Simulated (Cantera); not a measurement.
Charge: 1 mol SiC, 0.054 mol N₂O, 830 mol N₂, 0.24 mol CO₂, held at 8.50 Pa.

These are equilibrium values from Cantera (NASA tables, ideal gas, pure condensed phases), not measurements of a reactor. Candidate condensed phases: C, Si, SiC, SiO₂, Si₂N₂O, Si₃N₄; 34 gas species. Mutual solubility and eutectic melting of coexisting phases are not modelled. The numbers say what is thermodynamically allowed, not how fast it happens.

log p: log10 of the partial pressure in bar; n: condensed amount in mol.

```csv
T (K),log p N₂,log p CO,log p Si,log p SiO,log p SiC₂,n C(graphite),n Si₂N₂O(s),n SiC(s)
975,-4.07,-8.46,<-16,-15.52,<-16,1.21,0.500,0
1075,-4.07,-8.46,<-16,-13.42,<-16,1.21,0.500,0
1175,-4.07,-7.98,…,-11.45,<-16,1.00,0.432,0.137
1275,-4.07,-7.35,…,-9.38,<-16,0,0.0953,0.805
1375,-4.07,-7.40,…,-7.82,<-16,0,0.000323,0.853
1475,-4.07,-7.40,…,-7.83,-14.43,0,0,0.850
1575,-4.07,-7.37,…,-7.92,-12.77,0,0,0.824
1675,-4.07,-7.29,…,-8.50,-11.02,0,0,0.735
1775,-4.07,-7.26,…,-9.55,-9.23,0.170,0,0.520
```

What belongs in the gaps?


- 1175, log p Si: -15.11
- 1275, log p Si: -12.72
- 1375, log p Si: -10.49
- 1475, log p Si: -9.26
- 1575, log p Si: -8.24
- 1675, log p Si: -7.63
- 1775, log p Si: -7.33
